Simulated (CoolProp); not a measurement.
Ethanol along the isotherm 346.85 °C: fugacity coefficient from the reference equation and from simpler models built on Tc = 241.6 °C, pc = 6.268 MPa, ω = 0.644; each cubic takes its own stable root.

Computed with CoolProp (reference Helmholtz-energy equation of state, Schroeder 2014).

| p (MPa) | phase | reference |
|---|---|---|
| 0.0496 | gas | 0.9990 |
| 0.0772 | gas | 0.9985 |
| 0.12 | gas | 0.9977 |
| 0.187 | gas | 0.9964 |
| 0.291 | gas | 0.9944 |
| 0.454 | gas | 0.9912 |
| 0.706 | gas | 0.9864 |
| 1.1 | gas | 0.9788 |
| 1.71 | gas | 0.9671 |
| 2.67 | gas | 0.9489 |
| 4.15 | gas | 0.9210 |
| 6.46 | supercritical | 0.8776 |
| 10.1 | supercritical | 0.8094 |
| 15.7 | supercritical | 0.7065 |

Task: How far does each simpler model (van der Waals, Soave-Redlich-Kwong, Peng-Robinson) lie from the reference over these 14 states: mean and median of the absolute difference, and the worst?

Result: 
- van der Waals: mean 3.5 %, median 1.0 %, worst -17.3 % at 346.85 °C and 15.7 MPa
- Soave-Redlich-Kwong: mean 0.6 %, median 0.4 %, worst -2.0 % at 346.85 °C and 10.1 MPa
- Peng-Robinson: mean 1.9 %, median 0.8 %, worst -6.2 % at 346.85 °C and 10.1 MPa
